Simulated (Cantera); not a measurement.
Charge: 1 mol Hg, 0.025 mol O₂, 31 mol H₂, held at 1.33 mbar.

Cantera equilibrium calculation (NASA polynomials, part measured and part estimated; ideal gas, pure solids and liquids). Candidate condensed phases: H₂O, Hg, HgO; 10 gas species. Rates play no part. All values below are at 1123 K.

Base state: H₂ 0.967, Hg 0.0312, H₂O 0.00156 (mole fractions); condensed: gas only.

What changes in the equilibrium state with this change: O₂ from 0.025 to 0.51 mol?


| species | before | after |
|---|---|---|
| H₂ | 0.967 | 0.937 |
| H₂O | 0.00156 | 0.0319 |
| Hg | 0.0312 | 0.0312 |
